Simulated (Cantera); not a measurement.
Cantera run:

```python
import numpy as np
import cantera as ct

gas_names = """
    AL ALO ALO2 AL2 AL2O AL2O2 O O2 O3
""".split()
cond_names = """
    AL(cr) AL(L) AL2O3(a) AL2O3(L)
""".split()


def load(file, names, dense=False):
    # The tables refer to 1 bar. Condensed volumes are neglected.
    table = {s.name: s for s in ct.Species.list_from_file(file)}
    out = []
    for n in names:
        d = dict(table[n].input_data)
        d["thermo"] = dict(d["thermo"], **{"reference-pressure": 1e5})
        if dense:
            d["equation-of-state"] = {"model": "constant-volume", "density": "1e6 g/cm^3"}
        out.append(ct.Species.from_dict(d))
    return out


gas = ct.Solution(thermo="ideal-gas", species=load("nasa_gas.yaml", gas_names))
cond = {s.name: ct.Solution(thermo="fixed-stoichiometry", species=[s], name=s.name)
        for s in load("nasa_condensed.yaml", cond_names, dense=True)}
atoms = {
    'Al2O3': {'AL': 2, 'O': 3},
    'O2': {'O': 2},
}
top_T = {}  # K; cautious upper limits of use, not melting points


def equilibrate(T, P, feed):
    n = {}
    for name, mol in feed.items():
        for a, k in atoms[name].items():
            n[a] = n.get(a, 0.0) + k * mol
    gas.TPX = T, P, n
    mass = sum(n.values()) * gas.mean_molecular_weight
    gas.equilibrate("TP")
    valid = [c for c in cond.values() if c.min_temp <= T <= top_T.get(c.name, c.max_temp)]
    mix = ct.Mixture([(gas, mass / gas.mean_molecular_weight)] + [(c, 0.0) for c in valid])
    mix.T, mix.P = T, P
    mix.equilibrate("TP", solver="vcs", rtol=1e-11, max_steps=5000)
    return mix


results = []
feed = {'Al2O3': 1, 'O2': 0.43}  # mol
P = 83000  # Pa
for T in [1948, 2048, 2148, 2248, 2348, 2448, 2548]:
    mix = equilibrate(T, P, feed)
    results.append((T, P, feed, dict(zip(mix.species_names, mix.species_moles))))

top = {s: max(r[3][s] / sum(r[3][g] for g in gas_names) for r in results) for s in gas_names}
cols = sorted((s for s in top if top[s] > 1e-05), key=lambda s: -top[s])[:9]
seen = [c for c in cond_names if any(r[3].get(c, 0) > 1e-12 for r in results)]
print("log10 of partial pressures in bar; condensed amounts in mol")
print(f"{'T/K':>10s}" + "".join(f"{s[:9]:>10s}" for s in cols + seen))
for T, P, feed, n in results:
    ng = sum(n[g] for g in gas_names)
    print(f"{T:10.4g}" + "".join(f"{np.log10(max(n[s] / ng * P / 1e5, 1e-99)):10.3f}" for s in cols)
          + "".join(f"{n.get(c, 0):10.4g}" for c in seen))
```

It prints:

```
log10 of partial pressures in bar; condensed amounts in mol
       T/K        O2         O  AL2O3(a)  AL2O3(L)
      1948    -0.081    -3.393         1         0
      2048    -0.081    -3.059         1         0
      2148    -0.082    -2.756         1         0
      2248    -0.083    -2.480         1         0
      2348    -0.084    -2.227         0         1
      2448    -0.086    -1.996         0         1
      2548    -0.090    -1.783         0         1
```

These are equilibrium values from Cantera (NASA tables, ideal gas, pure condensed phases), not measurements of a reactor.
